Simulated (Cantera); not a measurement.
What does this Cantera script print?

```python
import numpy as np
import cantera as ct

gas_names = """
    H HNO HNO2 HNO3 HO2 H2 H2O H2O2 N NH NH2 NH3 NH2OH NO NO2 NO3 N2 N2H2 N2H4 N2O O OH O2 O3 Si SiH
    SiH2 SiH3 SiH4 SiN SiO SiO2 Si2 Si2N Si3
""".split()
cond_names = """
    H2O(s) H2O(L) Si(cr) Si(L) SiO2(Lqz) SiO2(hqz) SiO2(L) Si2N2O(s) Si3N4(a)
""".split()


# ... load() reads the species with a 1 bar reference pressure and builds the phases ...
atoms = {
    'Si3N4': {'Si': 3, 'N': 4},
    'O2': {'O': 2},
    'H2': {'H': 2},
}
top_T = {'Si2N2O(s)': 2100, 'Si3N4(a)': 2400}  # K; cautious upper limits of use, not melting points


# ... equilibrate(T, P, feed) seeds the gas with the atoms and calls Mixture.equilibrate('TP', solver="vcs", rtol=1e-11, max_steps=5000) ...
results = []
feed = {'Si3N4': 1, 'O2': 2.2, 'H2': 900}  # mol
T = 1950  # K
for P in [0.1, 1.5, 22, 320, 4600, 68000, 1000000]:
    mix = equilibrate(T, P, feed)
    results.append((T, P, feed, dict(zip(mix.species_names, mix.species_moles))))

top = {s: max(r[3][s] / sum(r[3][g] for g in gas_names) for r in results) for s in gas_names}
cols = sorted((s for s in top if top[s] > 0.0001), key=lambda s: -top[s])[:9]
seen = [c for c in cond_names if any(r[3].get(c, 0) > 1e-12 for r in results)]
print("log10 of partial pressures in bar; condensed amounts in mol")
print(f"{'P/Pa':>10s}" + "".join(f"{s[:9]:>10s}" for s in cols + seen))
for T, P, feed, n in results:
    ng = sum(n[g] for g in gas_names)
    print(f"{P:10.4g}" + "".join(f"{np.log10(max(n[s] / ng * P / 1e5, 1e-99)):10.3f}" for s in cols)
          + "".join(f"{n.get(c, 0):10.4g}" for c in seen))
```

Result:

```
log10 of partial pressures in bar; condensed amounts in mol
      P/Pa        H2         H       SiO        N2       H2O         O        OH   SiO2(L)
       0.1    -6.477    -6.179    -8.654    -8.830    -9.145    -9.722    -9.889         0
       1.5    -4.955    -5.418    -7.363    -7.539    -7.710    -9.809    -9.215         0
        22    -3.694    -4.788    -6.154    -6.330    -6.488    -9.847    -8.623         0
       320    -2.507    -4.194    -4.979    -5.155    -5.311    -9.857    -8.040         0
      4600    -1.343    -3.612    -3.818    -3.994    -4.149    -9.860    -7.460         0
   6.8e+04    -0.171    -3.026    -2.647    -2.823    -2.978    -9.861    -6.875         0
     1e+06     0.997    -2.442    -1.541    -1.657    -1.953   -10.004    -6.434    0.3934
```

These are equilibrium values from Cantera (NASA tables, ideal gas, pure condensed phases), not measurements of a reactor. The tables hold silica as quartz up to 1696 K and as liquid above; real silica turns to tridymite and cristobalite and melts near 1996 K. Gases not in the tables: Si(OH)4.
